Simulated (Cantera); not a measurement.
## Iron carbonyl, mercury and lead vapours: Pb + H2 + CO

Input: 1 mol Pb, 0.54 mol H2, 0.19 mol CO, equilibrated at 0.100 bar.

Method: chemical equilibrium by Gibbs-energy minimisation in Cantera with the NASA 1993 tables (ideal gas, pure condensed phases). Candidate condensed phases: C, C6H6, C7H8, C8H18, H2O, Pb, PbO, PbO2, Pb3O4; 113 gas species. Rates play no part.

```tsv
T (K)	x H2	x Pb	x CO	x H2O	x CH4	x CO2	x Pb2	n C(graphite)	n Pb(l)
975	0.733	9.17e-5	0.244	0.0107	0.00674	0.00572	1.97e-10	0.00694	1.000
1025	0.735	0.000278	0.254	0.00495	0.00397	0.00221	1.26e-9	0.00231	1.000
1075	0.736	0.000759	0.257	0.00239	0.00244	0.000900	6.76e-9	0.000618	0.999
1125	0.736	0.00189	0.259	0.00122	0.00156	0.000391	3.11e-8	3.72e-5	0.999
1175	0.735	0.00435	0.258	0.000732	0.000932	0.000201	1.25e-7	0	0.997
1225	0.732	0.00935	0.257	0.000459	0.000568	0.000110	4.47e-7	0	0.993
1275	0.725	0.0189	0.255	0.000295	0.000357	6.24e-5	1.44e-6	0	0.986
1325	0.713	0.0360	0.251	0.000192	0.000228	3.63e-5	4.24e-6	0	0.973
1375	0.691	0.0656	0.243	0.000126	0.000146	2.14e-5	1.15e-5	0	0.949
1425	0.655	0.114	0.230	8.08e-5	9.17e-5	1.25e-5	2.90e-5	0	0.906
1475	0.597	0.192	0.210	4.95e-5	5.43e-5	7.02e-6	6.85e-5	0	0.826
1525	0.509	0.311	0.179	2.75e-5	2.82e-5	3.60e-6	0.000153	0	0.670
```
x: gas mole fraction; n: condensed amount in mol.

From 975 K to 1125 K the condensed part is C(graphite) + Pb(l). From 1175 K to 1525 K the condensed part is Pb(l). The main Pb-bearing gas is Pb throughout.
